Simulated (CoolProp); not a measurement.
Vapour-liquid equilibrium of C2F6 (R116) (1) + R134a (2) at 0.139 MPa; x and y are mole fractions of (1).

The numbers come from the multi-fluid Helmholtz-energy mixture model, Lemmon 2006 and Tillner-Roth 1994; pair parameters Bell 2016 in CoolProp.

Task: Give the bubble temperature and the first vapour's composition at x = 0.05, 0.2, 0.35. Is there an azeotrope?

Result: x = 0.05: -41.6 °C, y = 0.665; x = 0.2: -64.7 °C, y = 0.924; x = 0.35: -68.6 °C, y = 0.944. No azeotrope shows between x = 0.05 and 0.95.

The pair parameters rest on a limited set of measurements; away from them the model extrapolates. With so large a gap from Raoult's law the liquid may split in two, which this calculation doesn't test in full.
